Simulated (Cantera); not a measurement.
An isothermal, constant-pressure homogeneous reactor starts with 0.744 % NO, 99.3 % N2, at 1925 K and 0.987 atm.

Detailed kinetics in Cantera: GRI-Mech 3.0 (53 species, 325 reactions).

x: mole fraction; the columns are a selection and need not sum to one.

| t (s) | x NO | x N2 | x O2 | x NO2 | x O | x N2O |
|---|---|---|---|---|---|---|
| 8.00e-6 | 0.00744 | 0.993 | <1e-12 | <1e-12 | 2.93e-10 | 2.91e-10 |
| 3.31e-5 | 0.00744 | 0.993 | <1e-12 | 1.33e-11 | 1.22e-9 | 1.18e-9 |
| 0.000137 | 0.00744 | 0.993 | 2.75e-12 | 1.81e-10 | 5.27e-9 | 4.55e-9 |
| 0.000566 | 0.00744 | 0.993 | 5.25e-11 | 1.68e-9 | 2.54e-8 | 1.42e-8 |
| 0.00234 | 0.00744 | 0.993 | 1.16e-9 | 1.09e-8 | 1.35e-7 | 2.51e-8 |
| 0.00967 | 0.00744 | 0.993 | 2.53e-8 | 5.28e-8 | 6.22e-7 | 2.73e-8 |
| 0.0400 | 0.00744 | 0.993 | 5.58e-7 | 1.99e-7 | 2.34e-6 | 3.17e-8 |
| 0.165 | 0.00742 | 0.993 | ? | ? | ? | 3.63e-8 |
| 0.684 | 0.00735 | 0.993 | ? | ? | ? | 3.73e-8 |
| 2.83 | 0.00702 | 0.993 | 0.000206 | 5.33e-7 | 6.61e-6 | 4.01e-8 |
| 11.7 | 0.00549 | 0.994 | 0.000969 | 7.63e-7 | 1.20e-5 | 4.52e-8 |
| 48.4 | 0.00163 | 0.995 | 0.00290 | 3.77e-7 | 2.00e-5 | 5.32e-8 |
| 200 | 0.000871 | 0.996 | 0.00328 | 2.14e-7 | 2.12e-5 | 5.54e-8 |

Problem. Fill in the missing entries.

Solution. 
- 0.165, x O2: 7.68e-6
- 0.165, x NO2: 3.50e-7
- 0.165, x O: 4.12e-6
- 0.684, x O2: 4.36e-5
- 0.684, x NO2: 3.95e-7
- 0.684, x O: 4.69e-6
